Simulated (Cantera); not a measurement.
**Equilibrium for oxide etching and cleaning by halides: CaO + HCl + O2**

Charge: 1 mol CaO, 31 mol HCl, 0.22 mol O2, held at 1330 Pa.

Equilibrium computed with Cantera from the NASA thermochemical tables; the gas is ideal and each condensed phase is pure. Candidate condensed phases: Ca, CaCl2, CaO, Ca(OH)2, H2O; 21 gas species. Condensed phases not in the tables: oxide chlorides. Rates play no part.

From 327 °C to 727 °C the condensed part is CaCl2(s). From 827 °C to 1127 °C the condensed part is CaCl2(l). From 1227 °C to 1627 °C nothing is condensed.

```json
[
 {"T (°C)": "327", "x HCl": "0.937", "x H2O": "0.0480", "x Cl": "2.05e-8", "x CaCl2": "<1e-12", "x Cl2": "0.0147", "x H2": "<1e-12", "x O2": "3.48e-8", "n CaCl2(s)": "1.00", "n CaCl2(l)": "0"},
 {"T (°C)": "427", "x HCl": "0.937", "x H2O": "0.0480", "x Cl": "6.93e-7", "x CaCl2": "<1e-12", "x Cl2": "0.0147", "x H2": "<1e-12", "x O2": "9.84e-7", "n CaCl2(s)": "1.00", "n CaCl2(l)": "0"},
 {"T (°C)": "527", "x HCl": "0.937", "x H2O": "0.0480", "x Cl": "9.80e-6", "x CaCl2": "1.30e-10", "x Cl2": "0.0146", "x H2": "6.18e-12", "x O2": "1.21e-5", "n CaCl2(s)": "1.00", "n CaCl2(l)": "0"},
 {"T (°C)": "627", "x HCl": "0.938", "x H2O": "0.0478", "x Cl": "7.70e-5", "x CaCl2": "2.51e-8", "x Cl2": "0.0145", "x H2": "1.45e-10", "x O2": "8.37e-5", "n CaCl2(s)": "1.000", "n CaCl2(l)": "0"},
 {"T (°C)": "727", "x HCl": "0.938", "x H2O": "0.0473", "x Cl": "0.000394", "x CaCl2": "1.65e-6", "x Cl2": "0.0137", "x H2": "1.89e-9", "x O2": "0.000357", "n CaCl2(s)": "1.000", "n CaCl2(l)": "0"},
 {"T (°C)": "827", "x HCl": "0.940", "x H2O": "0.0460", "x Cl": "0.00144", "x CaCl2": "4.16e-5", "x Cl2": "0.0120", "x H2": "1.71e-8", "x O2": "0.000941", "n CaCl2(s)": "0", "n CaCl2(l)": "0.999"},
 {"T (°C)": "927", "x HCl": "0.940", "x H2O": "0.0446", "x Cl": "0.00397", "x CaCl2": "0.000524", "x Cl2": "0.00943", "x H2": "1.23e-7", "x O2": "0.00160", "n CaCl2(s)": "0", "n CaCl2(l)": "0.984"},
 {"T (°C)": "1027", "x HCl": "0.935", "x H2O": "0.0438", "x Cl": "0.00864", "x CaCl2": "0.00433", "x Cl2": "0.00647", "x H2": "7.64e-7", "x O2": "0.00186", "n CaCl2(s)": "0", "n CaCl2(l)": "0.869"},
 {"T (°C)": "1127", "x HCl": "0.911", "x H2O": "0.0434", "x Cl": "0.0150", "x CaCl2": "0.0258", "x Cl2": "0.00371", "x H2": "4.43e-6", "x O2": "0.00147", "n CaCl2(s)": "0", "n CaCl2(l)": "0.199"},
 {"T (°C)": "1227", "x HCl": "0.900", "x H2O": "0.0444", "x Cl": "0.0215", "x CaCl2": "0.0319", "x Cl2": "0.00180", "x H2": "2.65e-5", "x O2": "0.000751", "n CaCl2(s)": "0", "n CaCl2(l)": "0"},
 {"T (°C)": "1327", "x HCl": "0.896", "x H2O": "0.0453", "x Cl": "0.0258", "x CaCl2": "0.0318", "x Cl2": "0.000737", "x H2": "0.000167", "x O2": "0.000243", "n CaCl2(s)": "0", "n CaCl2(l)": "0"},
 {"T (°C)": "1427", "x HCl": "0.892", "x H2O": "0.0455", "x Cl": "0.0289", "x CaCl2": "0.0318", "x Cl2": "0.000302", "x H2": "0.000939", "x O2": "7.12e-5", "n CaCl2(s)": "0", "n CaCl2(l)": "0"},
 {"T (°C)": "1527", "x HCl": "0.884", "x H2O": "0.0454", "x Cl": "0.0347", "x CaCl2": "0.0317", "x Cl2": "0.000161", "x H2": "0.00365", "x O2": "3.37e-5", "n CaCl2(s)": "0", "n CaCl2(l)": "0"},
 {"T (°C)": "1627", "x HCl": "0.867", "x H2O": "0.0450", "x Cl": "0.0465", "x CaCl2": "0.0315", "x Cl2": "0.000118", "x H2": "0.00936", "x O2": "2.94e-5", "n CaCl2(s)": "0", "n CaCl2(l)": "0"}
]
```
x: gas mole fraction; n: condensed amount in mol.
